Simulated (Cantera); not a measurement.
## Ignition delay

Mixture: 35.3 % H2, 13.6 % O2, 51.1 % N2, equivalence ratio 1.3, at 0.560 bar, adiabatic and at constant volume. Ignition delay is the time to a rise of 400 K.

Model: GRI-Mech 3.0 (53 species, 325 reactions), integrated in Cantera. Where the delays flatten at high temperature, the 400 K rule measures the pace of heat release, not the induction time.

```tsv
T0 (K)	delay (ms)
1050	0.214
1150	0.106
1250	0.0641
1350	0.0441
1450	0.0341
1550	0.0291
1650	0.0272
1750	0.0274
1850	0.0290
```
